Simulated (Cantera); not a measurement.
Charge: 1 mol Al, 0.59 mol HCl, 5.9 mol H2, at 1.00 bar.

Method: chemical equilibrium by Gibbs-energy minimisation in Cantera with the NASA 1993 tables (ideal gas, pure condensed phases). Candidate condensed phases: Al, AlCl3; 12 gas species. Rates play no part.

What share of the Al ends up in condensed phases as a function of T (K), at 1350, 1425, 1500, 1575, 1650, 1725, 1800, 1875, 1950, 2025?


```csv
T (K),Al condensed (%),as
1350,54.2,Al(l)
1425,47.4,Al(l)
1500,44.1,Al(l)
1575,42.6,Al(l)
1650,41.9,Al(l)
1725,41.4,Al(l)
1800,40.8,Al(l)
1875,39.8,Al(l)
1950,38.1,Al(l)
2025,34.9,Al(l)
```
